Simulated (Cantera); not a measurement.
An isothermal, constant-pressure homogeneous reactor starts with H2 : O2 : H2O = 0.039 : 1 : 0.0074 (molar parts), equivalence ratio 0.019, at 1050 K and 10.00 Torr.

Detailed kinetics in Cantera: the H2/O2 subset of GRI-Mech 3.0, which has no nitrogen chemistry. Radical loss at walls, strong at low pressure, is not modelled. The temperature is held fixed by assumption; the heat of reaction is taken as removed at once.

One state of this run: x H2 = 1.58e-5; x O2 = 0.954; x O = 0.000498; x OH = 0.000248; x H2O2 = 6.21e-8. x: mole fraction; the columns are a selection and need not sum to one.

Which value of t (s) does it belong to?
A. 0.523
B. 0.0273
C. 0.00382
D. 0.196

D, 0.196
